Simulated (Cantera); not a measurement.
An isothermal, constant-pressure homogeneous reactor starts with H₂ : O₂ : N₂ = 1.6 : 1 : 1.5 (molar parts), equivalence ratio 0.80, at 1150 K and 0.220 bar. Integrator tolerance rtol = 1e-08.

Computed with Cantera and the H2/O2 subset of GRI-Mech 3.0, which has no nitrogen chemistry. The temperature is held fixed by assumption; the heat of reaction is taken as removed at once.

Problem. What does this change do: temperature 1150 to 800 K?

Solution. 
| quantity | before | after |
|---|---|---|
| x(H₂) at 5.00 s | 1.89e-8 (gas-phase equilibrium 1.82e-8) | 0.390 (gas-phase equilibrium <1e-12) |
| x(O₂) at 5.00 s | 0.0606 (gas-phase equilibrium 0.0606) | 0.244 (gas-phase equilibrium 0.0606) |
| x(HO₂) at 5.00 s | 4.42e-9 (gas-phase equilibrium 4.46e-9) | 3.45e-6 (gas-phase equilibrium 1.02e-11) |
| x(OH) at 5.00 s | 3.62e-6 (gas-phase equilibrium 3.48e-6) | 6.82e-11 (gas-phase equilibrium 2.06e-9) |
| x(O) at 5.00 s | 4.74e-9 (gas-phase equilibrium 4.39e-9) | 2.53e-10 (gas-phase equilibrium <1e-12) |
| x(H₂O) at 5.00 s | 0.485 (gas-phase equilibrium 0.485) | 9.57e-5 (gas-phase equilibrium 0.485) |
| x(H₂O₂) at 5.00 s | 9.05e-10 (gas-phase equilibrium 8.41e-10) | 5.78e-5 (gas-phase equilibrium 6.49e-12) |
Below about 950 K walls govern HO2 and H2O2 in real vessels.
